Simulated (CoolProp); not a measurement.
R115 along the isotherm 240.7 K: fugacity coefficient from the reference equation and from simpler models built on Tc = 353.1 K, pc = 3129 kPa, ω = 0.248; each cubic takes its own stable root.

Computed with CoolProp (reference Helmholtz-energy equation of state, Lemmon 2016).

```json
[
 {"p (kPa)": "2240", "phase": "liquid", "reference": "0.06411", "van der Waals": "0.2442", "Redlich-Kwong": "0.1013", "Soave-Redlich-Kwong": "0.06444"},
 {"p (kPa)": "4470", "phase": "liquid", "reference": "0.03594", "van der Waals": "…", "Redlich-Kwong": "0.05732", "Soave-Redlich-Kwong": "0.03632"},
 {"p (kPa)": "6710", "phase": "liquid", "reference": "0.02678", "van der Waals": "0.1153", "Redlich-Kwong": "0.04308", "Soave-Redlich-Kwong": "0.02721"},
 {"p (kPa)": "8940", "phase": "liquid", "reference": "0.02245", "van der Waals": "…", "Redlich-Kwong": "0.03641", "Soave-Redlich-Kwong": "…"},
 {"p (kPa)": "11200", "phase": "liquid", "reference": "0.02004", "van der Waals": "0.09686", "Redlich-Kwong": "…", "Soave-Redlich-Kwong": "0.02056"},
 {"p (kPa)": "13400", "phase": "liquid", "reference": "0.01867", "van der Waals": "0.09524", "Redlich-Kwong": "0.03071", "Soave-Redlich-Kwong": "0.01923"},
 {"p (kPa)": "15600", "phase": "liquid", "reference": "0.01786", "van der Waals": "0.09610", "Redlich-Kwong": "0.02957", "Soave-Redlich-Kwong": "0.01847"},
 {"p (kPa)": "17900", "phase": "liquid", "reference": "0.01741", "van der Waals": "0.09895", "Redlich-Kwong": "0.02901", "Soave-Redlich-Kwong": "0.01808"},
 {"p (kPa)": "20100", "phase": "liquid", "reference": "0.01726", "van der Waals": "0.1032", "Redlich-Kwong": "0.02891", "Soave-Redlich-Kwong": "0.01798"},
 {"p (kPa)": "22400", "phase": "liquid", "reference": "0.01731", "van der Waals": "0.1092", "Redlich-Kwong": "0.02916", "Soave-Redlich-Kwong": "0.01810"},
 {"p (kPa)": "24600", "phase": "liquid", "reference": "0.01753", "van der Waals": "0.1162", "Redlich-Kwong": "…", "Soave-Redlich-Kwong": "0.01838"},
 {"p (kPa)": "26800", "phase": "liquid", "reference": "0.01788", "van der Waals": "0.1245", "Redlich-Kwong": "0.03043", "Soave-Redlich-Kwong": "0.01881"},
 {"p (kPa)": "29100", "phase": "liquid", "reference": "0.01839", "van der Waals": "0.1347", "Redlich-Kwong": "0.03144", "Soave-Redlich-Kwong": "0.01940"},
 {"p (kPa)": "31300", "phase": "liquid", "reference": "0.01899", "van der Waals": "0.1460", "Redlich-Kwong": "0.03261", "Soave-Redlich-Kwong": "0.02010"}
]
```

What belongs in the gaps?


- 4470, van der Waals: 0.1457
- 8940, van der Waals: 0.1025
- 8940, Soave-Redlich-Kwong: 0.02292
- 11200, Redlich-Kwong: 0.03275
- 24600, Redlich-Kwong: 0.02968
